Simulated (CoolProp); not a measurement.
Vapour pressure (kPa) of R1234ze(E): the reference equation beside estimates from Tc = 109.4 °C, pc = 3635 kPa, ω = 0.313. Clausius-Clapeyron is anchored at -38.35 °C with a constant enthalpy of vaporisation of 23.54 kJ/mol.

Computed with CoolProp (reference Helmholtz-energy equation of state, Thol 2016).

```tsv
T (°C)	reference	Lee-Kesler	Clausius-Clapeyron	van der Waals	Redlich-Kwong	Soave-Redlich-Kwong	Peng-Robinson
-45.65	26.92	26.22	27.24	300.1	67.83	26.49	27.23
-41.95	33.07	32.31	33.24	329.4	80.37	32.58	33.36
-38.35	40.11	39.29	40.11	359.7	94.19	39.56	40.36
-34.65	48.54	47.69	48.35	392.8	110.2	47.95	48.76
-31.05	58.05	57.19	57.69	426.9	127.7	57.43	58.22
-27.35	69.33	68.48	68.79	464.0	147.7	68.69	69.43
-23.65	82.29	81.48	81.60	503.1	170.0	81.65	82.30
-20.05	96.66	95.94	95.89	543.3	194.0	96.05	96.59
-16.35	113.4	112.8	112.7	586.7	221.1	112.9	113.2
```

Absolute difference from the reference over all 9 rows, mean and median: Lee-Kesler 1.5 and 1.5 %, Clausius-Clapeyron 0.6 and 0.6 %, van der Waals 668.0 and 635.4 %, Redlich-Kwong 121.3 and 120.0 %, Soave-Redlich-Kwong 1.1 and 1.1 %, Peng-Robinson 0.4 and 0.3 %.
